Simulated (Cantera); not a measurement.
Cantera run:

```python
import numpy as np
import cantera as ct

gas_names = [...]  # 151 gases of nasa_gas.yaml made of C, H, N, O, Si
cond_names = """
    C(gr) C6H6(L) C7H8(L) C8H18(L),n-octa H2O(s) H2O(L) Si(cr) Si(L) SiC(b) SiO2(Lqz) SiO2(hqz) SiO2(L)
    Si2N2O(s) Si3N4(a)
""".split()


# ... load() reads the species with a 1 bar reference pressure and builds the phases ...
atoms = {
    'SiC': {'Si': 1, 'C': 1},
    'N2O': {'N': 2, 'O': 1},
    'H2': {'H': 2},
}
top_T = {'C(gr)': 4500, 'SiC(b)': 3050, 'Si2N2O(s)': 2100, 'Si3N4(a)': 2400}  # K; cautious upper limits of use, not melting points


# ... equilibrate(T, P, feed) seeds the gas with the atoms and calls Mixture.equilibrate('TP', solver="vcs", rtol=1e-11, max_steps=5000) ...
results = []
feed = {'SiC': 1, 'N2O': 0.92, 'H2': 3.4}  # mol
P = 380000  # Pa
for T in [1473, 1523, 1573, 1623, 1673, 1723, 1773, 1823, 1873, 1923]:
    mix = equilibrate(T, P, feed)
    results.append((T, P, feed, dict(zip(mix.species_names, mix.species_moles))))

top = {s: max(r[3][s] / sum(r[3][g] for g in gas_names) for r in results) for s in gas_names}
cols = sorted((s for s in top if top[s] > 1e-05), key=lambda s: -top[s])[:7]
seen = [c for c in cond_names if any(r[3].get(c, 0) > 1e-12 for r in results)]
print("log10 of partial pressures in bar; condensed amounts in mol")
print(f"{'T/K':>10s}" + "".join(f"{s[:9]:>10s}" for s in cols + seen))
for T, P, feed, n in results:
    ng = sum(n[g] for g in gas_names)
    print(f"{T:10.4g}" + "".join(f"{np.log10(max(n[s] / ng * P / 1e5, 1e-99)):10.3f}" for s in cols)
          + "".join(f"{n.get(c, 0):10.4g}" for c in seen))
```

Result:

```
log10 of partial pressures in bar; condensed amounts in mol
       T/K        H2        CO        N2       CH4       HCN       SiO       H2O     C(gr)    SiC(b) SiO2(hqz) Si2N2O(s)
      1473     0.488    -0.582    -0.368    -1.555    -3.000    -5.850    -2.773    0.6851         0   0.08973    0.4551
      1523     0.480    -0.424    -0.423    -1.678    -2.878    -5.262    -2.780     0.557         0         0       0.5
      1573     0.481    -0.424    -0.423    -1.775    -2.734    -4.811    -2.926    0.5604         0         0       0.5
      1623     0.481    -0.424    -0.424    -1.866    -2.599    -4.388    -3.063    0.5627         0         0       0.5
      1673     0.482    -0.424    -0.425    -1.952    -2.473    -3.992    -3.192    0.5641         0         0    0.4999
      1723     0.482    -0.424    -0.426    -2.034    -2.354    -3.619    -3.314    0.5646         0         0    0.4999
      1773     0.482    -0.424    -0.427    -2.110    -2.242    -3.268    -3.428    0.5644         0         0    0.4997
      1823     0.482    -0.425    -0.427    -2.183    -2.137    -2.937    -3.537    0.5636         0         0    0.4994
      1873     0.482    -0.426    -0.428    -2.252    -2.037    -2.625    -3.640    0.5624         0         0    0.4987
      1923     0.445    -0.303    -0.304    -2.447    -1.955    -2.302    -3.595         0    0.3749         0    0.3095
```

Cantera equilibrium calculation (NASA polynomials, part measured and part estimated; ideal gas, pure solids and liquids). Mutual solubility and eutectic melting of coexisting phases are not modelled. The tables hold silica as quartz up to 1696 K and as liquid above; real silica turns to tridymite and cristobalite and melts near 1996 K.
